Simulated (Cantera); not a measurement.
Charge: 1 mol Cu₂O, 4.9 mol C, 2.7 mol H₂, equilibrated at 12000 Pa.

Cantera equilibrium calculation (NASA polynomials, part measured and part estimated; ideal gas, pure solids and liquids). Candidate condensed phases: C, C₆H₆, C₇H₈, C₈H₁₈, Cu, CuO, Cu(OH)₂, Cu₂O, H₂O; 113 gas species. Equilibrium is a limit: real reactors are often held back by kinetics, nucleation or transport.

### Question
Which condensed phases are stable at each of these points (T (°C)): 725, 775, 825, 875, 925, 975, 1025, 1075, 1125?

### Answer
```csv
T (°C),condensed phases,Cu condensed (%)
725,C(graphite) + Cu(s),100.0
775,C(graphite) + Cu(s),100.0
825,C(graphite) + Cu(s),100.0
875,C(graphite) + Cu(s),100.0
925,C(graphite) + Cu(s),100.0
975,C(graphite) + Cu(s),100.0
1025,C(graphite) + Cu(s),100.0
1075,C(graphite) + Cu(s),100.0
1125,C(graphite) + Cu(l),100.0
```

From 725 °C to 1075 °C the condensed part is C(graphite) + Cu(s). At 1125 °C the condensed part is C(graphite) + Cu(l).
